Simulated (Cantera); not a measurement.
Cantera run:

```python
import numpy as np
import cantera as ct

gas_names = """
    H HO2 H2 H2O H2O2 O OH O2 O3 Pb PbO Pb2
""".split()
cond_names = """
    H2O(s) H2O(L) Pb(cr) Pb(L) PbO(rd) PbO(yw) PbO(L) PbO2(s) Pb3O4(s)
""".split()


# ... load() reads the species with a 1 bar reference pressure and builds the phases ...
atoms = {
    'PbO': {'Pb': 1, 'O': 1},
    'O2': {'O': 2},
    'H2': {'H': 2},
}
top_T = {'Pb3O4(s)': 820}  # K; cautious upper limits of use, not melting points


# ... equilibrate(T, P, feed) seeds the gas with the atoms and calls Mixture.equilibrate('TP', solver="vcs", rtol=1e-11, max_steps=5000) ...
results = []
feed = {'PbO': 1, 'O2': 0.66, 'H2': 9.7}  # mol
T = 900  # K
P = 32  # Pa
mix = equilibrate(T, P, feed)
results.append((T, P, feed, dict(zip(mix.species_names, mix.species_moles))))
x = sorted(zip(gas.X, gas.species_names), reverse=True)
print(f"T = {T:g} K  P = {P:g} Pa  gas = {mix.phase_moles(0):.4g} mol")
print("   x: " + "  ".join(f"{s} {v:.3e}" for v, s in x if v > 0.001))
print("   condensed (mol): " + ("  ".join(f"{mix.phase(i).name} {mix.phase_moles(i):.4g}"
      for i in range(1, mix.n_phases) if mix.phase_moles(i) > 1e-12) or "none"))
```

Result:

```
T = 900 K  P = 32 Pa  gas = 9.742 mol
   x: H2 7.576e-01  H2O 2.382e-01  Pb 4.277e-03
   condensed (mol): Pb(L) 0.9583
```

Cantera equilibrium calculation (NASA polynomials, part measured and part estimated; ideal gas, pure solids and liquids).
